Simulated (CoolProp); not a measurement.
Dimethyl ether along the isotherm 436.2 K: Z from the reference equation and from simpler models built on Tc = 400.4 K, pc = 5.337 MPa, ω = 0.196; each cubic takes its own stable root.

The numbers come from the reference Helmholtz-energy equation of state, Wu 2011 in CoolProp.

```csv
p (MPa),phase,reference
0.0422,gas,0.9978
0.075,gas,0.9962
0.133,gas,0.9932
0.237,gas,0.9878
0.422,gas,0.9782
0.75,gas,0.9610
1.33,gas,0.9301
2.37,gas,0.8721
4.22,gas,0.7574
7.5,supercritical,0.4959
13.3,supercritical,0.4058
```

Q: How far does each simpler model (van der Waals, Redlich-Kwong) lie from the reference over these 11 states: mean and median of the absolute difference, and the worst?

A: 
- van der Waals: mean 3.8 %, median 0.4 %, worst +28.0 % at 436.2 K and 13.3 MPa
- Redlich-Kwong: mean 1.3 %, median 0.1 %, worst +12.1 % at 436.2 K and 13.3 MPa
